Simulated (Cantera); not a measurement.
A diamond (100) surface in a fixed gas of H2 with x(CH4) = 0.0082, x(H) = 0.0016, at 1225 K, 55.5 Torr; coverages are run to steady state.

Computed with Cantera and the Harris–Goodwin 1993 mechanism for the reconstructed diamond (100) surface.

θ: site fractions in the mechanism's names (c6HH fully hydrogenated, c6H* and c6*H radical sites, c6** diradical, c6HM methylated).

| x(CH3) | growth (µm/h) | θ c6HH | θ c6H* | θ c6*H | θ c6** | θ c6HM |
|---|---|---|---|---|---|---|
| 1e-06 | (withheld) | 0.441 | 0.0403 | 0.491 | 0.0277 | 1.39e-5 |
| 2.9e-06 | (withheld) | 0.441 | 0.0403 | 0.491 | 0.0277 | 4.03e-5 |
| 8.2e-06 | (withheld) | 0.441 | 0.0403 | 0.491 | 0.0277 | 0.000114 |
| 2.3e-05 | (withheld) | 0.441 | 0.0402 | 0.491 | 0.0277 | 0.000319 |
| 6.7e-05 | (withheld) | 0.440 | 0.0402 | 0.490 | 0.0275 | 0.000927 |
| 0.00019 | (withheld) | 0.439 | 0.0400 | 0.488 | 0.0270 | 0.00260 |
| 0.00054 | (withheld) | 0.435 | 0.0397 | 0.484 | 0.0256 | 0.00723 |
| 0.0016 | (withheld) | 0.426 | 0.0386 | 0.471 | 0.0222 | 0.0201 |
| 0.0044 | (withheld) | 0.405 | 0.0364 | 0.443 | 0.0163 | 0.0482 |

### Question
What belongs in the gaps?

### Answer

- 1e-06, growth (µm/h): 0.0128
- 2.9e-06, growth (µm/h): 0.0373
- 8.2e-06, growth (µm/h): 0.105
- 2.3e-05, growth (µm/h): 0.295
- 6.7e-05, growth (µm/h): 0.855
- 0.00019, growth (µm/h): 2.39
- 0.00054, growth (µm/h): 6.56
- 0.0016, growth (µm/h): 17.6
- 0.0044, growth (µm/h): 39.7
